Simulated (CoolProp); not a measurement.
Dimethyl carbonate along the isobar 7170 kPa: fugacity coefficient from the reference equation and from simpler models built on Tc = 557.0 K, pc = 4909 kPa, ω = 0.346; each cubic takes its own stable root.

Values from CoolProp's reference Helmholtz-energy equation of state, Zhou 2011.

```json
[
 {"T (K)": "391.7", "phase": "liquid", "reference": "0.03772", "van der Waals": "0.1643", "Soave-Redlich-Kwong": "0.03870", "Peng-Robinson": "0.03753"},
 {"T (K)": "406.6", "phase": "liquid", "reference": "0.05402", "van der Waals": "0.1917", "Soave-Redlich-Kwong": "0.05577", "Peng-Robinson": "0.05385"},
 {"T (K)": "421.5", "phase": "liquid", "reference": "0.07478", "van der Waals": "0.2209", "Soave-Redlich-Kwong": "___", "Peng-Robinson": "0.07470"},
 {"T (K)": "436.3", "phase": "liquid", "reference": "0.1003", "van der Waals": "0.2517", "Soave-Redlich-Kwong": "___", "Peng-Robinson": "0.1003"},
 {"T (K)": "451.2", "phase": "liquid", "reference": "0.1311", "van der Waals": "0.2842", "Soave-Redlich-Kwong": "___", "Peng-Robinson": "0.1314"},
 {"T (K)": "466.1", "phase": "liquid", "reference": "0.1674", "van der Waals": "0.3179", "Soave-Redlich-Kwong": "0.1755", "Peng-Robinson": "0.1679"},
 {"T (K)": "481", "phase": "liquid", "reference": "0.2091", "van der Waals": "0.3527", "Soave-Redlich-Kwong": "0.2193", "Peng-Robinson": "0.2097"},
 {"T (K)": "495.9", "phase": "liquid", "reference": "0.2559", "van der Waals": "0.3882", "Soave-Redlich-Kwong": "___", "Peng-Robinson": "0.2564"},
 {"T (K)": "510.7", "phase": "liquid", "reference": "0.3072", "van der Waals": "0.4241", "Soave-Redlich-Kwong": "0.3215", "Peng-Robinson": "0.3072"},
 {"T (K)": "525.6", "phase": "liquid", "reference": "0.3628", "van der Waals": "0.4604", "Soave-Redlich-Kwong": "0.3786", "Peng-Robinson": "0.3618"},
 {"T (K)": "540.5", "phase": "liquid", "reference": "0.4215", "van der Waals": "0.4965", "Soave-Redlich-Kwong": "0.4378", "Peng-Robinson": "0.4185"},
 {"T (K)": "555.4", "phase": "liquid", "reference": "0.4815", "van der Waals": "0.5322", "Soave-Redlich-Kwong": "0.4974", "Peng-Robinson": "0.4757"},
 {"T (K)": "570.2", "phase": "supercritical", "reference": "0.5398", "van der Waals": "0.5668", "Soave-Redlich-Kwong": "0.5545", "Peng-Robinson": "0.5305"},
 {"T (K)": "585.1", "phase": "supercritical", "reference": "___", "van der Waals": "0.6001", "Soave-Redlich-Kwong": "0.6060", "Peng-Robinson": "0.5798"},
 {"T (K)": "600", "phase": "supercritical", "reference": "0.6338", "van der Waals": "0.6311", "Soave-Redlich-Kwong": "0.6482", "Peng-Robinson": "0.6203"}
]
```

Problem. Complete the blanks.

Solution. 
- 421.5, Soave-Redlich-Kwong: 0.07762
- 436.3, Soave-Redlich-Kwong: 0.1045
- 451.2, Soave-Redlich-Kwong: 0.1372
- 495.9, Soave-Redlich-Kwong: 0.2684
- 585.1, reference: 0.5922
